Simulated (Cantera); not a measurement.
A closed system holds: 1 mol Si3N4, 22 mol H2, 0.54 mol Cl2, held at 23.0 Pa.

Equilibrium computed with Cantera from the NASA thermochemical tables; the gas is ideal and each condensed phase is pure. Candidate condensed phases: NH4Cl, Si, Si3N4; 28 gas species. The tables' values for SiCl, SiN are old estimates; treat these amounts as uncertain. Gases not in the tables: Si2H6 and higher silanes. Equilibrium is a limit: real reactors are often held back by kinetics, nucleation or transport. All values below are at 1725 K.

Base state: H2 0.864, N2 0.0806, HCl 0.0338, H 0.0114, SiCl2 0.00455, Si 0.00441, Cl 0.000344, SiCl 0.000335 (mole fractions); condensed: Si(l).

Problem. What changes in the equilibrium state with this change: pressure from 23.0 Pa to 1.20 Pa?

Solution. 
```tsv
species	before	after
H2	0.864	0.760
Si	0.00441	0.0846
N2	0.0806	0.0725
H	0.0114	0.0467
HCl	0.0338	0.0289
Si2	2.10e-5	0.000403
Si3	5.22e-6	0.000100
SiN	1.06e-5	4.40e-5
Si2N	1.86e-5	7.71e-5
Si(l), mol	2.76	0.480
```
